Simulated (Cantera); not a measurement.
An isothermal, constant-pressure homogeneous reactor starts with NH₃ : H₂ = 0.14 : 0.37 (molar parts), at 1850 K and 1.90 bar.

Computed with Cantera and the gas-phase N/H chemistry of the illustrative SiF4/NH3 mechanism in the Surface Chemkin manual (1991). Walls and surfaces, which speed up NH3 decomposition in real reactors, are not modelled.

x: mole fraction; the columns are a selection and need not sum to one.

```tsv
t (s)	x NH₃	x H₂	x H	x N₂	x N
0.000200	0.274	0.725	0.000151	2.03e-5	?
0.000601	0.274	0.726	0.000199	0.000229	1.09e-7
0.00181	0.272	0.727	0.000200	0.000949	1.10e-7
0.00543	0.266	0.730	0.000202	0.00307	1.10e-7
0.0163	0.251	0.739	0.000207	0.00906	1.08e-7
0.0490	0.213	0.763	0.000222	0.0241	1.03e-7
0.147	0.140	0.807	0.000255	0.0526	?
0.443	0.0610	0.855	0.000308	0.0837	?
1.33	0.0190	0.880	0.000351	0.100	?
4.00	0.00561	0.889	0.000367	0.105	?
```

Question: Complete the blanks.

Answer: 
- 0.000200, x N: 4.89e-8
- 0.147, x N: 8.93e-8
- 0.443, x N: 5.83e-8
- 1.33, x N: 2.47e-8
- 4.00, x N: 8.18e-9
